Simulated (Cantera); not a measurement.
Feed: 1 mol C2H4, 0.15 mol CO2, 12 mol H2, equilibrated at 13.3 mbar.

Method: chemical equilibrium by Gibbs-energy minimisation in Cantera with the NASA 1993 tables (ideal gas, pure condensed phases). Candidate condensed phases: C, C6H6, C7H8, C8H18, H2O; 110 gas species. The numbers say what is thermodynamically allowed, not how fast it happens.

Q: At 2025 K, list the 4 most abundant gas species with their mole fractions, and the condensed phases.

A: H2 0.962, CO 0.0208, H 0.0163, C2H2 (acetylene) 0.000871. Condensed: C(graphite).
